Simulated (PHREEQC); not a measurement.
# Copper plating or etch bath (model solution)

A solution holds 7.9 mmol/kgw CuSO4, 14 mmol/kgw H2SO4 and 2.5 mmol/kgw H3BO3, at 6.1 °C. Closed to the air; pH follows from the charge balance.

All values are PHREEQC results (ion-association model, wateq4f.dat), not measurements.

No solid was allowed to form.

Task: What pH does the model give?

Result: pH 1.76.

Task: In which forms is S present?

Result: SO4-2 53 %, HSO4- 35 %, CuSO4 12 % of the S.

Away from 25 °C the constants follow the database's enthalpies or fits; those with neither stay at their 25 °C values.
